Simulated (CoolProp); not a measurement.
Aqueous methanol as a coolant, at 4 °C, 1 atm.

Computed with CoolProp (Melinder's fits for secondary coolants).

```json
[
 {"mass %": "2.6", "freezing point (°C)": "___", "cp (kJ/(kg K))": "4.254", "conductivity (W/(m K))": "___", "density (kg/m³)": "995.2", "Prandtl number": "13.2"},
 {"mass %": "11.6", "freezing point (°C)": "-7.8", "cp (kJ/(kg K))": "4.213", "conductivity (W/(m K))": "___", "density (kg/m³)": "982.0", "Prandtl number": "18.9"},
 {"mass %": "20.7", "freezing point (°C)": "-15.8", "cp (kJ/(kg K))": "4.068", "conductivity (W/(m K))": "0.463", "density (kg/m³)": "970.7", "Prandtl number": "___"},
 {"mass %": "29.8", "freezing point (°C)": "-25.5", "cp (kJ/(kg K))": "3.903", "conductivity (W/(m K))": "0.421", "density (kg/m³)": "___", "Prandtl number": "28.7"},
 {"mass %": "38.8", "freezing point (°C)": "___", "cp (kJ/(kg K))": "3.733", "conductivity (W/(m K))": "___", "density (kg/m³)": "945.5", "Prandtl number": "30.6"},
 {"mass %": "47.9", "freezing point (°C)": "-50.9", "cp (kJ/(kg K))": "___", "conductivity (W/(m K))": "0.348", "density (kg/m³)": "930.0", "Prandtl number": "30.0"},
 {"mass %": "56.9", "freezing point (°C)": "-67.0", "cp (kJ/(kg K))": "3.317", "conductivity (W/(m K))": "0.318", "density (kg/m³)": "912.6", "Prandtl number": "27.6"}
]
```

Question: Some entries are withheld; supply them.

Answer: 
- 2.6, freezing point (°C): -1.5
- 2.6, conductivity (W/(m K)): 0.554
- 11.6, conductivity (W/(m K)): 0.507
- 20.7, Prandtl number: 24.5
- 29.8, density (kg/m³): 958.9
- 38.8, freezing point (°C): -37.0
- 38.8, conductivity (W/(m K)): 0.383
- 47.9, cp (kJ/(kg K)): 3.535
